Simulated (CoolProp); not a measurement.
Vapour-liquid equilibrium of acetone (1) + n-decane (2) at 41.75 °C; x and y are mole fractions of (1).

Values from CoolProp's multi-fluid Helmholtz-energy mixture model, Lemmon 2006 and Lemmon 2006; pair parameters Bell 2016.

Q: Give the bubble pressure and the first vapour's composition at x = 0.25, 0.75, 0.85. Is there an azeotrope?

A: x = 0.25: 0.03482 MPa, y = 0.987; x = 0.75: 0.05113 MPa, y = 0.993; x = 0.85: 0.05369 MPa, y = 0.995. No azeotrope shows between x = 0.05 and 0.95.

Pair parameters are fitted to limited data, so mixtures are less certain than the pure fluids. With so large a gap from Raoult's law the liquid may split in two, which this calculation doesn't test in full.
